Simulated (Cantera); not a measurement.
Charge: 1 mol SiHCl₃, 0.0056 mol Cl₂, 5.9 mol N₂, equilibrated at 1300 K and 1 atm.

Cantera equilibrium calculation (NASA polynomials, part measured and part estimated; ideal gas, pure solids and liquids). N₂ is the only nitrogen source here; it is nearly inert below about 1500 K, so the nitride shown seldom forms there in practice. The tables' values for SiCl₃ are old estimates; treat these amounts as uncertain. Rates play no part.

| species | before | after |
|---|---|---|
| N₂ | 0.795 | 0.794 |
| HCl | 0.109 | 0.111 |
| SiCl₄ | 0.0779 | 0.0739 |
| SiCl₃ | 0.00137 | 0.00490 |
| H₂ | 0.0161 | 0.0150 |
| SiCl₂ | 0.000143 | 0.00128 |
| SiHCl₃ | 0.000525 | 0.000779 |
| Si₃N₄(s), mol | 0.145 | 0.143 |
Gas species are given as mole fractions.

Task: Name the change that produced these shifts.
A. temperature from 1300 K to 1573 K
B. temperature from 1300 K to 1423.15 K
C. temperature from 1300 K to 948.15 K
D. pressure from 1 atm to 2.25 Torr

Result: B, temperature from 1300 K to 1423.15 K
